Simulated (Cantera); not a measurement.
Charge: 1 mol PbO, 0.68 mol CO, 16 mol H₂, held at 1548 K and 13.3 mbar.

These are equilibrium values from Cantera (NASA tables, ideal gas, pure condensed phases), not measurements of a reactor. Equilibrium is a limit: real reactors are often held back by kinetics, nucleation or transport.

```json
[
 {"species": "H₂", "before": "0.849", "after": "0.850"},
 {"species": "Pb", "before": "0.0566", "after": "0.0566"},
 {"species": "H₂O", "before": "0.0557", "after": "0.0552"},
 {"species": "CO₂", "before": "0.000883", "after": "0.00137"},
 {"species": "CO", "before": "0.0376", "after": "0.0371"},
 {"species": "H", "before": "0.000246", "after": "8.83e-6"}
]
```
Gas species are given as mole fractions.

### Question
Name the change that produced these shifts.
(A) H₂ from 16 to 3 mol
(B) temperature from 1548 K to 1000 K
(C) H₂ from 16 to 0.35 mol
(D) temperature from 1548 K to 1300 K

### Answer
D, temperature from 1548 K to 1300 K
